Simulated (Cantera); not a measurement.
Charge: 1 mol Si3N4, 0.023 mol H2O, 9.1 mol H2, 0.059 mol N2O, equilibrated at 1523.15 K and 0.133 bar.

Method: chemical equilibrium by Gibbs-energy minimisation in Cantera with the NASA 1993 tables (ideal gas, pure condensed phases). Candidate condensed phases: H2O, Si, SiO2, Si2N2O, Si3N4; 35 gas species. Mutual solubility and eutectic melting of coexisting phases are not modelled. Kinetics and transport are ignored.

Base state: H2 0.991, N2 0.00938, H 6.31e-5 (mole fractions); condensed: Si2N2O(s) + Si3N4(s).

Problem. What changes in the equilibrium state with this change: H2O from 0.023 to 0.13 mol?

Solution. 
```csv
species,before,after
H2,0.991,0.987
N2,0.00938,0.0130
H,6.31e-5,6.30e-5
"Si2N2O(s), mol",0.0820,0.189
"Si3N4(s), mol",0.945,0.874
```
